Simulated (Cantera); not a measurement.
Charge: 1 mol SiHCl₃, a varied amount of Cl₂, 5.2 mol H₂, equilibrated at 1550 K and 9.90 mbar.

These are equilibrium values from Cantera (NASA tables, ideal gas, pure condensed phases), not measurements of a reactor. Candidate condensed phases: Si; 19 gas species. Equilibrium is a limit: real reactors are often held back by kinetics, nucleation or transport.

Question: Which condensed phases are stable at each of these points (n(Cl₂) (mol)): 0.028, 0.032, 0.038, 0.044, 0.051, 0.06, 0.07, 0.081, 0.095, 0.11, 0.13, 0.15?

Answer: 
```csv
n(Cl₂) (mol),condensed phases,Si condensed (%)
0.028,Si(s),7.5
0.032,Si(s),7.2
0.038,Si(s),6.8
0.044,Si(s),6.3
0.051,Si(s),5.8
0.06,Si(s),5.1
0.07,Si(s),4.3
0.081,Si(s),3.5
0.095,Si(s),2.5
0.11,Si(s),1.3
0.13,gas only,0.0
0.15,gas only,0.0
```

From 0.028 mol Cl₂ to 0.11 mol Cl₂ the condensed part is Si(s). From 0.13 mol Cl₂ to 0.15 mol Cl₂ nothing is condensed.
